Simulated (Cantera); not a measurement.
Feed: 1 mol C, 3.6 mol H2O, 14 mol H2, 0.13 mol CO2, held at 61500 Torr.

Cantera equilibrium calculation (NASA polynomials, part measured and part estimated; ideal gas, pure solids and liquids). Candidate condensed phases: C, C6H6, C7H8, C8H18, H2O; 110 gas species. The ideal-gas law is rough above about 30 bar. Kinetics and transport are ignored.

**Question.** At 1202 °C, list the 5 most abundant gas species with their mole fractions, and the condensed phases.

**Answer.** H2 0.788, H2O 0.150, CO 0.0506, CH4 0.00665, CO2 0.00389. Condensed: gas only.
